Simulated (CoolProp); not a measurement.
Saturation properties of carbon dioxide (Tc = 304.1 K, pc = 7.377 MPa, ω = 0.224).

Computed with CoolProp (reference Helmholtz-energy equation of state, Span 1996).

```tsv
T (K)	p (MPa)	enthalpy of vaporisation (kJ/kg)	liquid cp (kJ/(kg K))	surface tension (mN/m)	liquid viscosity (µPa s)	liquid conductivity (mW/(m K))
229.7	0.8828	328.6	1.996	13.5	204	161
236.7	1.142	315.9	2.031	11.9	182	152
243.6	1.449	302.6	2.076	10.4	163	144
250.6	1.819	288.0	2.138	8.90	146	136
257.5	2.247	272.5	2.219	7.49	130	128
264.5	2.752	255.1	2.332	6.11	116	119
271.4	3.326	236.1	2.491	4.80	103	111
278.4	3.995	214.1	2.738	3.55	91.4	103
```

Viscosity comes from a separate model (Laesecke 2017). Thermal conductivity comes from a separate model (Huber 2016). Surface tension comes from a separate correlation (Mulero 2012).
